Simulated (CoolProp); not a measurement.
Model: reference Helmholtz-energy equation of state, Gao 2022, in CoolProp.

Problem. Give the vapour pressure (MPa), liquid density (kg/m³), vapour density (kg/m³), enthalpy of vaporisation (kJ/kg) of saturated n-perfluorohexane at 18.35 °C.

Solution. 
| T (°C) | p (MPa) | liquid density (kg/m³) | vapour density (kg/m³) | enthalpy of vaporisation (kJ/kg) |
|---|---|---|---|---|
| 18.35 | 0.0218 | 1700 | 3.10 | 94.8 |
